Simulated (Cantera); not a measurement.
**Equilibrium for carbothermic reduction: TiO2 + CO + H2**

Charge: 1 mol TiO2, 2.3 mol CO, 1.6 mol H2, at 13.0 Pa.

Equilibrium computed with Cantera from the NASA thermochemical tables; the gas is ideal and each condensed phase is pure. Candidate condensed phases: C, C6H6, C7H8, C8H18, H2O, Ti, TiC, TiO, TiO2, Ti2O3, Ti3O5, Ti4O7; 113 gas species. Mutual solubility and eutectic melting of coexisting phases are not modelled. Condensed phases not in the tables: Magnéli phases beyond Ti4O7. Equilibrium is a limit: real reactors are often held back by kinetics, nucleation or transport.

From 1200 K to 1800 K the condensed part is TiO2(rutile) + Ti4O7(s). From 2000 K to 2200 K the condensed part is Ti4O7(l). From 2400 K to 2600 K nothing is condensed.

```json
[
 {"T (K)": "1200", "log p CO": "-4.12", "log p H": "-8.84", "log p H2": "-4.27", "log p TiO2": "<-15", "log p TiO": "<-15", "log p O": "<-15", "log p H2O": "-7.25", "log p CO2": "-7.23", "n TiO2(rutile)": "0.986", "n Ti4O7(s)": "0.00348", "n Ti4O7(l)": "0"},
 {"T (K)": "1400", "log p CO": "-4.12", "log p H": "-7.45", "log p H2": "-4.28", "log p TiO2": "-13.54", "log p TiO": "-14.49", "log p O": "-14.50", "log p H2O": "-6.41", "log p CO2": "-6.59", "n TiO2(rutile)": "0.923", "n Ti4O7(s)": "0.0194", "n Ti4O7(l)": "0"},
 {"T (K)": "1600", "log p CO": "-4.12", "log p H": "-6.41", "log p H2": "-4.29", "log p TiO2": "-10.66", "log p TiO": "-11.74", "log p O": "-11.51", "log p H2O": "-5.78", "log p CO2": "-6.09", "n TiO2(rutile)": "0.705", "n Ti4O7(s)": "0.0737", "n Ti4O7(l)": "0"},
 {"T (K)": "1800", "log p CO": "-4.13", "log p H": "-5.61", "log p H2": "-4.33", "log p TiO2": "-8.43", "log p TiO": "-9.63", "log p O": "-9.17", "log p H2O": "-5.32", "log p CO2": "-5.70", "n TiO2(rutile)": "0.169", "n Ti4O7(s)": "0.208", "n Ti4O7(l)": "0"},
 {"T (K)": "2000", "log p CO": "-4.15", "log p H": "-4.99", "log p H2": "-4.40", "log p TiO2": "-6.78", "log p TiO": "-7.79", "log p O": "-7.57", "log p H2O": "-5.25", "log p CO2": "-5.66", "n TiO2(rutile)": "0", "n Ti4O7(s)": "0", "n Ti4O7(l)": "0.249"},
 {"T (K)": "2200", "log p CO": "-4.19", "log p H": "-4.53", "log p H2": "-4.57", "log p TiO2": "-5.56", "log p TiO": "-6.34", "log p O": "-6.35", "log p H2O": "-5.41", "log p CO2": "-5.75", "n TiO2(rutile)": "0", "n Ti4O7(s)": "0", "n Ti4O7(l)": "0.222"},
 {"T (K)": "2400", "log p CO": "-4.32", "log p H": "-4.33", "log p H2": "-5.06", "log p TiO2": "-4.82", "log p TiO": "-5.23", "log p O": "-5.50", "log p H2O": "-6.06", "log p CO2": "-6.09", "n TiO2(rutile)": "0", "n Ti4O7(s)": "0", "n Ti4O7(l)": "0"},
 {"T (K)": "2600", "log p CO": "-4.37", "log p H": "-4.26", "log p H2": "-5.68", "log p TiO2": "-5.10", "log p TiO": "-4.96", "log p O": "-5.01", "log p H2O": "-7.04", "log p CO2": "-6.53", "n TiO2(rutile)": "0", "n Ti4O7(s)": "0", "n Ti4O7(l)": "0"}
]
```
log p: log10 of the partial pressure in bar; n: condensed amount in mol.
